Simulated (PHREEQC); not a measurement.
Solution (25 °C): 0.0044 mol ZnSO4, 0.0034 mol H3BO3 and 0.0078 mol FeSO4 per kg of water. Closed to the air; pH follows from the charge balance.

Model: ion-association model, phreeqc.dat, run in PHREEQC.

Precipitation was switched off in this run.

**Question.** Order these S species by the share of S that they hold, largest first: SO4-2, ZnSO4, FeSO4, Zn(SO4)2-2.

**Answer.** SO4-2 (68 %), FeSO4 (18 %), ZnSO4 (12 %), Zn(SO4)2-2 (1.7 %)

The pH is 5.75 and the ionic strength 0.0336 mol/kgw. Complexes and solids missing from the database can't appear.
